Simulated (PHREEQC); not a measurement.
Hard or scaling water: an equilibrium model

Consider water at 20 °C with 0.024 mol/kgw CaCl2, 4.6e-05 mol/kgw Na2SO4 and 1.1e-05 mol/kgw H4SiO4. Closed to the air; pH follows from the charge balance.

Computed with PHREEQC (Pitzer model, pitzer.dat).

The pH is 7.01 and the ionic strength is 0.0721 mol/kgw. The specific conductance is 4630 µS/cm, the density is 1.000 g/cm³ and the osmotic coefficient is 0.881.

```json
[
 {"species": "Cl-", "molality": "0.0480", "activity": "0.0380", "log γ": "-0.101"},
 {"species": "Ca+2", "molality": "0.0240", "activity": "0.0103", "log γ": "-0.370"},
 {"species": "Na+", "molality": "9.20e-5", "activity": "7.39e-5", "log γ": "-0.095"},
 {"species": "SO4-2", "molality": "4.60e-5", "activity": "1.07e-5", "log γ": "-0.635"},
 {"species": "H4SiO4", "molality": "1.10e-5", "activity": "1.11e-5", "log γ": "0.005"},
 {"species": "H+", "molality": "1.20e-7", "activity": "9.72e-8", "log γ": "-0.090"},
 {"species": "OH-", "molality": "1.01e-7", "activity": "7.03e-8", "log γ": "-0.157"},
 {"species": "H3SiO4-", "molality": "1.89e-8", "activity": "1.41e-8", "log γ": "-0.128"}
]
```

Precipitation was switched off in this run. Species that the database lacks are ignored.
